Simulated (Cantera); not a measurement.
Feed: 1 mol SiO₂, 0.53 mol Al₂O₃, 0.14 mol H₂O, equilibrated at 1552 °C and 285 Torr.

Cantera equilibrium calculation (NASA polynomials, part measured and part estimated; ideal gas, pure solids and liquids). Candidate condensed phases: Al, Al₂O₃, Al₂SiO₅, Al₆Si₂O₁₃, H₂O, Si, SiO₂; 28 gas species. Mutual solubility and eutectic melting of coexisting phases are not modelled. The tables hold silica as quartz up to 1696 K and as liquid above; real silica turns to tridymite and cristobalite and melts near 1996 K. Condensed phases not in the tables: alloys, solid solutions and most ternary compounds. Gases not in the tables: Si(OH)₄. Kinetics and transport are ignored.

Q: What is the equilibrium state?

A: 
| Quantity | Result |
|---|---|
| x(H₂O) | 0.995 |
| x(H₂) | 0.00304 |
| x(O₂) | 0.00130 |
| x(OH) | 0.000902 |
| x(H) | 3.94e-5 |
| x(O) | 8.98e-6 |
| n(Al₆Si₂O₁₃(mullite)) | 0.177 mol |
| n(SiO₂(condensed)) | 0.647 mol |
| gas amount | 0.1402 mol |
| log10 activity of Al(l) (absent) | -13.27 |
| log10 activity of Si(l) (absent) | -13.42 |
